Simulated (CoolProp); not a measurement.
A closed Brayton cycle with dry air: compressor inlet 332.15 K and 2 MPa, high pressure 4.88 MPa, turbine inlet 695 K, compressor efficiency 0.85, turbine efficiency 0.9, recuperator effectiveness 0.95 (on enthalpy, no pinch check). Each further row changes one setting.

Model: reference Helmholtz-energy equation of state, Lemmon 2000, in CoolProp. It is a pseudo-pure fit of the blend.

```
case                           thermal efficiency (%)  net work (kJ/kg)  compressor to turbine work  compressor exit (K)  turbine exit (K)
-----------------------------  ----------------------  ----------------  --------------------------  -------------------  ----------------
as stated                                        19.2              29.3                        0.80                445.5             560.0
turbine inlet 645 K                              13.4              18.7                         ___                445.5             518.5
compressor inlet 342.15 K                         ___              25.7                        0.82                  ___             560.0
high pressure 4.15 MPa                            ___              28.7                        0.76                  ___             582.5
recuperator effectiveness 0.5                     ___              29.3                        0.80                445.5             560.0
```

Question: Complete the blanks.

Answer: 
- turbine inlet 645 K, compressor to turbine work: 0.86
- compressor inlet 342.15 K, thermal efficiency (%): 17.0
- compressor inlet 342.15 K, compressor exit (K): 458.7
- high pressure 4.15 MPa, thermal efficiency (%): 22.0
- high pressure 4.15 MPa, compressor exit (K): 422.8
- recuperator effectiveness 0.5, thermal efficiency (%): 14.2
